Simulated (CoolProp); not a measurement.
A single-stage vapour-compression cycle with R11: evaporating at 292.15 K (dew point), condensing at 354.15 K (bubble point), superheat 5 K, subcooling 2 K, compressor efficiency 0.9, no pressure losses. Each further row changes one setting.

The numbers come from the reference Helmholtz-energy equation of state, Jacobsen 1992 in CoolProp.

| case | cooling COP | pressure ratio | discharge temperature (K) | refrigerating effect (kJ/kg) | volumetric capacity (kJ/m³) |
|---|---|---|---|---|---|
| as stated | 3.44 | 6.27 | 369.4 | 131 | 644 |
| evaporating temperature 297.15 K | 3.88 | 5.23 | 367.9 | 134 | 777 |
| condensing temperature 349.15 K | 3.83 | 5.55 | 364.1 | 136 | 668 |
| subcooling 7 K | 3.57 | 6.27 | 369.4 | 136 | 667 |
| superheat 15 K | 3.47 | 6.27 | 380.4 | 137 | 649 |
| compressor efficiency 0.8 | 3.06 | 6.27 | 376.4 | 131 | 644 |
